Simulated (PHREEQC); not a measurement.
A solution holds 0.012 mol/kgw AgNO3 and 0.3 mol/kgw HNO3, at 83 °C. Closed to the air; pH follows from the charge balance.

All values are PHREEQC results (ion-association model, wateq4f.dat), not measurements.

The ionic strength comes out as 0.311 mol/kgw. What activity coefficients do Ag+, H+, NO3- get?

Ag+ 0.70, H+ 0.76, NO3- 0.62.

Precipitation was switched off in this run. Complexes and solids missing from the database can't appear. Constants without temperature data keep their 25 °C values here.
